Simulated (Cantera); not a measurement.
# Low-pressure radical oxidation in H2/O2

A perfectly stirred reactor is fed with 4.48 % H2, 95.3 % O2, 0.257 % H2O, at 1.05 Torr; it is held at 1375 K, and followed from long to short residence time.

Cantera simulation using the H2/O2 subset of GRI-Mech 3.0, which has no nitrogen chemistry; the numbers are that mechanism's predictions, not measurements. Radical loss at walls, strong at low pressure, is not modelled. The temperature is held fixed by assumption; the heat of reaction is taken as removed at once.

```tsv
τ (s)	x H2	x O2	x OH	x HO2	x O	x H	x H2O
5.3	0.000493	0.928	0.00423	1.75e-7	0.0208	0.00253	0.0439
2.1	0.000633	0.922	0.00473	1.90e-7	0.0264	0.00363	0.0428
0.87	0.000755	0.918	0.00504	1.98e-7	0.0300	0.00440	0.0420
0.35	0.000916	0.916	0.00525	2.02e-7	0.0317	0.00488	0.0414
0.14	0.00123	0.915	0.00550	2.07e-7	0.0321	0.00520	0.0408
0.059	0.00191	0.916	0.00587	2.13e-7	0.0313	0.00550	0.0398
0.024	0.00349	0.917	0.00653	2.21e-7	0.0291	0.00585	0.0377
0.0097	0.00701	0.921	0.00736	2.28e-7	0.0249	0.00604	0.0336
0.0039	0.0146	0.928	0.00764	2.21e-7	0.0183	0.00540	0.0263
0.0016	0.0294	0.940	0.00520	1.86e-7	0.00842	0.00291	0.0139
```
x: mole fraction; the columns are a selection and need not sum to one.
